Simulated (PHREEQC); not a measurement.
Alkaline etch or developer: an equilibrium model

Consider water at 25 °C with 9.7 mmol/kgw NH3. Closed to the air; pH follows from the charge balance.

All values are PHREEQC results (ion-association model, wateq4f.dat), not measurements.

```
Quantity                     Value
----------------  ----------------
pH                           10.61
ionic strength    0.000413 mol/kgw
total alkalinity       9.70 meq/kg
```

```
species  molality  activity   log γ
-------  --------  --------  ------
NH3       0.00929   0.00929   0.000
OH-      0.000413  0.000404  -0.010
NH4+     0.000413  0.000404  -0.010
```

No solid was allowed to form.
